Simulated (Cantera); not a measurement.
## Silicon oxide and oxynitride deposition: SiCl4 + H2O + H2 + O3

Charge: 1 mol SiCl4, 2.7 mol H2O, 9.6 mol H2, 9.6 mol O3, equilibrated at 13.3 mbar.

Cantera equilibrium calculation (NASA polynomials, part measured and part estimated; ideal gas, pure solids and liquids). Candidate condensed phases: H2O, Si, SiO2; 30 gas species. The tables hold silica as quartz up to 1696 K and as liquid above; real silica turns to tridymite and cristobalite and melts near 1996 K. Kinetics and transport are ignored.

```tsv
T (K)	log p H2O	log p O2	log p HCl	log p Cl	log p Cl2	log p OH	log p O	n SiO2(β-quartz)
998	-2.24	-2.27	-2.66	-5.76	-4.68	-7.97	-10.97	1.00
1073	-2.24	-2.27	-2.66	-5.41	-4.89	-7.38	-10.04	1.00
1148	-2.24	-2.27	-2.66	-5.11	-5.08	-6.86	-9.24	1.00
1223	-2.24	-2.27	-2.66	-4.85	-5.24	-6.41	-8.53	1.00
1298	-2.24	-2.27	-2.66	-4.61	-5.39	-6.01	-7.90	1.00
1373	-2.24	-2.27	-2.66	-4.40	-5.53	-5.65	-7.35	1.00
1448	-2.24	-2.27	-2.66	-4.22	-5.66	-5.33	-6.85	1.00
```
log p: log10 of the partial pressure in bar; n: condensed amount in mol.

From 998 K to 1448 K the condensed part is SiO2(β-quartz).
